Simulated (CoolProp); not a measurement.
Vapour-liquid equilibrium of CHF3 (R23) (1) + R11 (2) at 235.7 K; x and y are mole fractions of (1).

Model: multi-fluid Helmholtz-energy mixture model, Penoncello 2003 and Jacobsen 1992; pair parameters Bell 2016, in CoolProp.

Q: Give the bubble pressure and the first vapour's composition at x = 0.05, 0.2, 0.65. Is there an azeotrope?

A: x = 0.05: 0.1315 MPa, y = 0.954; x = 0.2: 0.4289 MPa, y = 0.986; x = 0.65: 0.6446 MPa, y = 0.991. No azeotrope shows between x = 0.05 and 0.95.

The pair parameters rest on a limited set of measurements; away from them the model extrapolates. With so large a gap from Raoult's law the liquid may split in two, which this calculation doesn't test in full.
